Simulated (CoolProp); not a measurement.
The numbers come from the reference Helmholtz-energy equation of state, Eisenbach 2021 in CoolProp.

For propylene glycol, give the phase and the Z, cp (kJ/(kg K)), speed of sound (m/s), isothermal compressibility (1/MPa) at 620 K and 8.22 bar; 620 K and 12.8 bar.


- 620 K and 8.22 bar: gas; Z 0.947, cp 3.06, speed of sound 252, isothermal compressibility 1.29
- 620 K and 12.8 bar: gas; Z 0.914, cp 3.11, speed of sound 244, isothermal compressibility 0.861
